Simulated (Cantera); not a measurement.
An isothermal, constant-pressure homogeneous reactor starts with H2 : O2 = 0.054 : 1 (molar parts), at 1425 K and 20.0 Torr. Integrator tolerance rtol = 1e-08.

Computed with Cantera and GRI-Mech 3.0 (53 species, 325 reactions). Radical loss at walls, strong at low pressure, is not modelled. The temperature is held fixed by assumption; the heat of reaction is taken as removed at once.

### Question
What does this change do: H2 0.054 to 0.019 parts?

### Answer
```tsv
quantity	before	after
x(H2) at 2.00 s	6.25e-7 (gas-phase equilibrium 2.19e-7)	5.75e-7 (gas-phase equilibrium 7.70e-8)
x(O2) at 2.00 s	0.947 (gas-phase equilibrium 0.947)	0.981 (gas-phase equilibrium 0.981)
x(H) at 2.00 s	9.44e-8 (gas-phase equilibrium 1.97e-8)	2.37e-7 (gas-phase equilibrium 1.17e-8)
x(OH) at 2.00 s	0.000174 (gas-phase equilibrium 0.000103)	0.000170 (gas-phase equilibrium 6.22e-5)
x(H2O) at 2.00 s	0.0525 (gas-phase equilibrium 0.0525)	0.0187 (gas-phase equilibrium 0.0188)
```
